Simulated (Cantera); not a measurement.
An isothermal, constant-pressure homogeneous reactor starts with 32.0 % H2, 68.0 % O2, at 1300 K and 0.00390 bar.

Model: GRI-Mech 3.0 (53 species, 325 reactions), integrated in Cantera. Radical loss at walls, strong at low pressure, is not modelled. The temperature is held fixed by assumption; the heat of reaction is taken as removed at once.

**Question.** Predict: x(H2) at 4.00 s; x(O2) at 4.00 s; x(H2O) at 4.00 s; x(H2O2) at 4.00 s; x(OH) at 4.00 s; x(HO2) at 4.00 s; x(O) at 4.00 s.

**Answer.** 
```json
{
 "x(H2) at 4.00 s": "2.30e-5 (gas-phase equilibrium 6.76e-7)",
 "x(O2) at 4.00 s": "0.619 (gas-phase equilibrium 0.619)",
 "x(H2O) at 4.00 s": "0.380 (gas-phase equilibrium 0.381)",
 "x(H2O2) at 4.00 s": "1.21e-8 (gas-phase equilibrium 1.03e-9)",
 "x(OH) at 4.00 s": "0.000627 (gas-phase equilibrium 0.000108)",
 "x(HO2) at 4.00 s": "9.37e-8 (gas-phase equilibrium 4.11e-8)",
 "x(O) at 4.00 s": "7.60e-5 (gas-phase equilibrium 2.24e-6)"
}
```
